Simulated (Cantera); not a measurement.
A closed system holds: 1 mol (CH3)2SiCl2, 77 mol H2, at 1250 K and 0.130 bar.

Equilibrium computed with Cantera from the NASA thermochemical tables; the gas is ideal and each condensed phase is pure. Candidate condensed phases: C, C6H6, C7H8, C8H18, Si, SiC; 109 gas species. The feed counts by its element totals alone. Equilibrium is a limit: real reactors are often held back by kinetics, nucleation or transport.

Base state: H2 0.974, HCl 0.0247, CH4 0.00136 (mole fractions); condensed: C(graphite) + SiC(s).

Problem. What changes in the equilibrium state with this change: temperature from 1250 K to 1850 K?

Solution. 
| species | before | after |
|---|---|---|
| H2 | 0.974 | 0.974 |
| HCl | 0.0247 | 0.0245 |
| H | 1.32e-6 | 0.00147 |
| CH4 | 0.00136 | 8.07e-5 |
| SiCl2 | 3.56e-6 | 5.37e-5 |
| C2H2 (acetylene) | 2.45e-7 | 0.000255 |
| Cl | 2.87e-8 | 2.82e-5 |
| C(graphite), mol | 0.891 | 0.957 |
| SiC(s), mol | 1.000 | 0.995 |

Problem. What changes in the equilibrium state with this change: (CH3)2SiCl2 replaced by CH3SiCl3?

Solution. 
```tsv
species	before	after
H2	0.974	0.963
HCl	0.0247	0.0371
CH4	0.00136	0.000149
SiCl2	3.56e-6	7.22e-5
SiCl4	6.31e-7	2.92e-5
SiCl3	5.61e-7	1.72e-5
SiHCl3	8.85e-7	2.69e-5
C(graphite), mol	0.891	0
SiC(s), mol	1.000	0.988
```
The tables' values for SiCl3 are old estimates; treat these amounts as uncertain.
